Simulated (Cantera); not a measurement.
# AlN + Cl2 + H2 (nitride etching)

Charge: 1 mol AlN, 1.2 mol Cl2, 15 mol H2, equilibrated at 12.0 Pa.

These are equilibrium values from Cantera (NASA tables, ideal gas, pure condensed phases), not measurements of a reactor. Candidate condensed phases: Al, AlCl3, AlN, NH4Cl; 20 gas species. The tables' values for AlCl2 are old estimates; treat these amounts as uncertain. Rates play no part.

```csv
T (K),log p H2,log p HCl,log p AlCl,log p N2,log p H,log p AlCl3,n AlN(s)
823,-3.97,-5.08,-13.48,-5.81,-13.12,-5.51,0.578
898,-3.97,-5.09,-11.62,-5.79,-11.95,-5.49,0.563
973,-3.97,-5.11,-10.05,-5.78,-10.95,-5.48,0.551
1048,-3.97,-5.12,-8.71,-5.77,-10.10,-5.47,0.540
1123,-3.97,-5.13,-7.55,-5.76,-9.36,-5.46,0.527
1198,-3.97,-5.15,-6.55,-5.72,-8.71,-5.48,0.489
1273,-3.98,-5.17,-5.73,-5.60,-8.13,-5.58,0.315
1348,-3.99,-5.18,-5.29,-5.45,-7.63,-5.89,0
1423,-4.00,-5.08,-5.22,-5.45,-7.18,-6.31,0
1498,-4.00,-5.04,-5.19,-5.46,-6.76,-6.81,0
1573,-4.00,-5.03,-5.17,-5.46,-6.39,-7.32,0
1648,-4.00,-5.02,-5.17,-5.46,-6.05,-7.81,0
1723,-4.01,-5.02,-5.17,-5.46,-5.74,-8.27,0
1798,-4.01,-5.03,-5.17,-5.46,-5.46,-8.70,0
```
log p: log10 of the partial pressure in bar; n: condensed amount in mol.

From 823 K to 1273 K the condensed part is AlN(s). From 1348 K to 1798 K nothing is condensed. The main Al-bearing gas is AlCl3 at 823 K and AlCl at 1798 K.
